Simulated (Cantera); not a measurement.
An adiabatic, constant-volume homogeneous reactor starts with 16.4 % CH₄, 6.21 % H₂, 16.3 % O₂, 61.2 % N₂, equivalence ratio 2.2, at 1673 K and 100000 Pa.

Detailed kinetics in Cantera: GRI-Mech 3.0 (53 species, 325 reactions).

One state of this run: T (K) = 2792; P (bar) = 1.97; x CH₄ = 3.36e-11; x H₂ = 0.194; x O₂ = 8.72e-5; x CH₂ = 1.71e-11; x H₂O₂ = 1.95e-8; x C₂H = <1e-12; x HCN = 2.65e-7. x: mole fraction; the columns are a selection and need not sum to one.

### Question
Which value of t (s) does it belong to?
A) 2.00
B) 1.00e-6
C) 7.77e-5
D) 4.27e-6

### Answer
A, 2.00
